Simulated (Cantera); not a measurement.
Feed: 1 mol Si, 1.6 mol HBr, 0.35 mol H2, held at 523 K and 20.0 Pa.

Method: chemical equilibrium by Gibbs-energy minimisation in Cantera with the NASA 1993 tables (ideal gas, pure condensed phases). Candidate condensed phases: Br2, Si; 19 gas species. Equilibrium is a limit: real reactors are often held back by kinetics, nucleation or transport.

Base state: H2 0.741, SiBr4 0.257, SiHBr3 0.00196, HBr 0.000159 (mole fractions); condensed: Si(s).

Task: What changes in the equilibrium state with this change: HBr from 1.6 to 17 mol?

Result: 
```tsv
species	before	after
HBr	0.000159	0.795
H2	0.741	0.144
SiBr4	0.257	0.0612
SiHBr3	0.00196	1.81e-8
Si(s), mol	0.599	0
```

Task: What changes in the equilibrium state with this change: temperature from 523 K to 1698.15 K?

Result: 
```
species       before    after
----------  --------  -------
H2             0.741    0.447
SiBr2        3.42e-9    0.210
HBr         0.000159    0.182
SiBr4          0.257  1.35e-6
Br             <1e-9    0.144
SiBr           <1e-9  0.00720
H              <1e-9  0.00684
Si(s), mol     0.599        0
Si(l), mol         0    0.532
```
The tables' values for SiBr, SiBr3 are old estimates; treat these amounts as uncertain.
